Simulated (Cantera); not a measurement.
Charge: 1 mol Ti(OiPr)₄, 2.8 mol C₃H₈, 150 mol H₂, equilibrated at 56.0 mbar.

Cantera equilibrium calculation (NASA polynomials, part measured and part estimated; ideal gas, pure solids and liquids). Candidate condensed phases: C, C₆H₆, C₇H₈, C₈H₁₈, H₂O, Ti, TiC, TiO, TiO₂, Ti₂O₃, Ti₃O₅, Ti₄O₇; 113 gas species. The feed counts by its element totals alone. Mutual solubility and eutectic melting of coexisting phases are not modelled. TiC: taken at fixed stoichiometry. Condensed phases not in the tables: Magnéli phases beyond Ti₄O₇. Rates play no part.

log p: log10 of the partial pressure in bar; n: condensed amount in mol.

```csv
T (°C),log p H₂,log p CO,log p H,log p CH₄,log p C₂H₂ (acetylene),log p H₂O,log p CH₃,n C(graphite),n TiO₂(rutile),n Ti₄O₇(s),n TiC(s),n Ti₃O₅(s)
752,-1.26,-3.20,-8.99,-3.65,-9.91,-5.04,[?],17.7,1.00,0,0,0
827,-1.26,-3.15,-8.22,-3.96,-9.13,-5.46,[?],17.8,0,0.250,0,0
902,-1.26,-3.09,-7.54,-4.24,-8.45,-5.81,[?],17.5,0,0,0.153,0.282
977,-1.26,-2.90,-6.95,-4.48,-7.86,-5.99,[?],15.3,0,0,1.00,0
1052,-1.26,-2.90,-6.42,-4.70,-7.33,-6.31,[?],15.3,0,0,1.00,0
1127,-1.26,-2.90,-5.94,-4.89,-6.86,-6.59,[?],15.4,0,0,1.00,0
1202,-1.26,-2.90,-5.52,-5.06,-6.44,-6.85,[?],15.4,0,0,1.00,0
1277,-1.26,-2.90,-5.13,-5.22,-6.06,-7.08,[?],15.4,0,0,1.00,0
1352,-1.26,-2.90,-4.78,-5.36,-5.71,-7.29,[?],15.4,0,0,1.00,0
1427,-1.26,-2.90,-4.46,-5.48,-5.40,-7.48,[?],15.4,0,0,1.00,0
1502,-1.26,-2.90,-4.17,-5.60,-5.11,-7.66,[?],15.3,0,0,1.00,0
1577,-1.26,-2.90,-3.90,-5.71,-4.85,-7.82,[?],15.3,0,0,1.00,0
1652,-1.26,-2.90,-3.65,-5.81,-4.60,-7.96,[?],15.2,0,0,1.000,0
1727,-1.26,-2.90,-3.42,-5.90,-4.38,-8.10,[?],15.1,0,0,1.000,0
```

Q: What belongs in the gaps?

A: 
- 752, log p CH₃: -10.14
- 827, log p CH₃: -9.66
- 902, log p CH₃: -9.24
- 977, log p CH₃: -8.88
- 1052, log p CH₃: -8.56
- 1127, log p CH₃: -8.27
- 1202, log p CH₃: -8.01
- 1277, log p CH₃: -7.78
- 1352, log p CH₃: -7.57
- 1427, log p CH₃: -7.38
- 1502, log p CH₃: -7.20
- 1577, log p CH₃: -7.04
- 1652, log p CH₃: -6.90
- 1727, log p CH₃: -6.76
